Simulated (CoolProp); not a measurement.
A simple Rankine cycle with neopentane: condensing at 291.15 K, boiler at 1.35 MPa, turbine inlet 398.1 K, turbine efficiency 0.65, pump efficiency 0.6, no recuperator. Each further row changes one setting.

Model: reference Helmholtz-energy equation of state, Lemmon 2006, in CoolProp. It is a short technical equation, of lower accuracy than the large ones.

```tsv
case	thermal efficiency (%)	net work (kJ/kg)	heat in (kJ/kg)	turbine exit temperature (K)	volume ratio over the turbine
as stated	?	53.2	481	355.4	?
turbine inlet 418.1 K	?	57.8	530	377.4	10.7
condensing temperature 283.15 K	?	60.0	498	351.4	?
boiler pressure 0.945 MPa	9.7	?	494	364.9	7.28
turbine efficiency 0.55	9.3	44.5	481	?	11.3
```

### Question
Fill in the missing entries.

### Answer

- as stated, thermal efficiency (%): 11.1
- as stated, volume ratio over the turbine: 11.2
- turbine inlet 418.1 K, thermal efficiency (%): 10.9
- condensing temperature 283.15 K, thermal efficiency (%): 12.0
- condensing temperature 283.15 K, volume ratio over the turbine: 14.7
- boiler pressure 0.945 MPa, net work (kJ/kg): 48.0
- turbine efficiency 0.55, turbine exit temperature (K): 359.7
